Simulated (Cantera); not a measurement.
A closed system holds: 1 mol SiHCl3, 0.31 mol C2H2, 48 mol H2, held at 2125 K and 75.0 Torr.

Method: chemical equilibrium by Gibbs-energy minimisation in Cantera with the NASA 1993 tables (ideal gas, pure condensed phases). The tables' values for SiCl, SiCl3 are old estimates; treat these amounts as uncertain. Gases not in the tables: Si2H6 and higher silanes. Equilibrium is a limit: real reactors are often held back by kinetics, nucleation or transport.

```
species             before    after
----------------  --------  -------
H2                   0.933    0.794
H                   0.0111    0.131
HCl                 0.0485   0.0477
Si                 0.00162   0.0138
C2H                4.27e-9  6.28e-5
SiC2               9.54e-7  0.00136
C2H2 (acetylene)   1.29e-5  0.00394
SiCl3              1.18e-5  2.75e-7
CH3                5.67e-7  1.09e-5
Cl                0.000423  0.00549
SiC(s), mol          0.615        0
```
Gas species are given as mole fractions.

Q: Name the change that produced these shifts.
A. temperature from 2125 K to 2275 K
B. temperature from 2125 K to 1023 K
C. SiHCl3 replaced by SiH2Cl2
D. temperature from 2125 K to 2648 K

A: D, temperature from 2125 K to 2648 K. The tables' values for SiCl are old estimates; treat these amounts as uncertain
